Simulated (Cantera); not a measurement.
# Thermodynamics of carbon deposition, reforming and gasification, feed C2H4 + CO2

Charge: 1 mol C2H4, 0.074 mol CO2, equilibrated at 2650 °C.

Cantera equilibrium calculation (NASA polynomials, part measured and part estimated; ideal gas, pure solids and liquids). Candidate condensed phases: C, C6H6, C7H8, C8H18, H2O; 110 gas species. The ideal-gas law is rough above about 30 bar. Equilibrium is a limit: real reactors are often held back by kinetics, nucleation or transport.

From 0.000100 bar to 0.00100 bar nothing is condensed. From 0.0100 bar to 100 bar the condensed part is C(graphite). The main C-bearing gas is C3 at 0.000100 bar and C2H2 (acetylene) at 100 bar.

```tsv
P (Pa)	x H2	x H	x C3	x C	x CO	x C2H2 (acetylene)	x C2	x CH4	n C(graphite)
10	0.00389	0.773	0.0797	0.0932	0.0289	2.93e-5	0.0204	<1e-12	0
100	0.0388	0.771	0.114	0.0227	0.0317	0.00172	0.0121	1.21e-10	0
1000	0.272	0.646	0.0134	0.00239	0.0453	0.0135	0.00134	6.28e-8	1.65
10000	0.603	0.304	0.00134	0.000239	0.0582	0.0298	0.000134	3.08e-6	1.74
100000	0.784	0.110	0.000134	2.39e-5	0.0651	0.0388	1.34e-5	5.22e-5	1.74
1000000	0.851	0.0361	1.34e-5	2.39e-6	0.0677	0.0421	1.34e-6	0.000615	1.73
10000000	0.866	0.0115	1.34e-6	2.39e-7	0.0690	0.0428	1.34e-7	0.00637	1.71
```
x: gas mole fraction; n: condensed amount in mol.
